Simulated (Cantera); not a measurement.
Charge: 1 mol FeS2, 0.083 mol H2S, 0.98 mol N2, at 4500 Pa.

Method: chemical equilibrium by Gibbs-energy minimisation in Cantera with the NASA 1993 tables (ideal gas, pure condensed phases). Candidate condensed phases: Fe, FeS, FeS2, S; 16 gas species. FeS: taken at fixed stoichiometry. Gases not in the tables: S3 to S7. Rates play no part. All values below are at 1048 K.

Base state: N2 0.625, S2 0.322, H2S 0.0481, H2 0.00483, SH 4.87e-5 (mole fractions); condensed: FeS(s).

Q: What changes in the equilibrium state with this change: H2S from 0.083 to 1.7 mol?

A: 
```json
[
 {"species": "H2S", "before": "0.0481", "after": "0.457"},
 {"species": "N2", "before": "0.625", "after": "0.299"},
 {"species": "S2", "before": "0.322", "after": "0.183"},
 {"species": "H2", "before": "0.00483", "after": "0.0609"},
 {"species": "SH", "before": "4.87e-5", "after": "0.000130"},
 {"species": "FeS(s), mol", "before": "1.00", "after": "1.00"}
]
```
